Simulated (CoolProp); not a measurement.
CH3F (R41) along the isobar 2960 kPa: Z from the reference equation and from simpler models built on Tc = 317.3 K, pc = 5906 kPa, ω = 0.200; each cubic takes its own stable root.

Computed with CoolProp (reference Helmholtz-energy equation of state, Lemmon 2006). It is a short technical equation, of lower accuracy than the large ones.

| T (K) | phase | reference | van der Waals | Redlich-Kwong |
|---|---|---|---|---|
| 158.4 | liquid | 0.08002 | 0.1520 | 0.1027 |
| 167.1 | liquid | 0.07718 | 0.1462 | 0.09906 |
| 175.7 | liquid | 0.07471 | 0.1413 | 0.09591 |
| 184.3 | liquid | 0.07255 | 0.1369 | 0.09319 |
| 192.9 | liquid | 0.07066 | 0.1331 | 0.09087 |
| 201.5 | liquid | 0.06902 | 0.1298 | 0.08893 |
| 210.1 | liquid | 0.06762 | 0.1269 | 0.08733 |
| 218.8 | liquid | 0.06643 | 0.1246 | 0.08606 |
| 227.4 | liquid | 0.06548 | 0.1227 | 0.08516 |
| 236 | liquid | 0.06475 | 0.1213 | 0.08462 |
| 244.6 | liquid | 0.06426 | 0.1204 | 0.08448 |
| 253.2 | liquid | 0.06403 | 0.1202 | 0.08482 |
| 261.8 | liquid | 0.06411 | 0.1208 | 0.08573 |
| 270.4 | liquid | 0.06459 | 0.7025 | 0.08744 |
| 279.1 | liquid | 0.06563 | 0.7358 | 0.09042 |

At some of these states van der Waals gives the other phase, because its saturation line lies elsewhere.
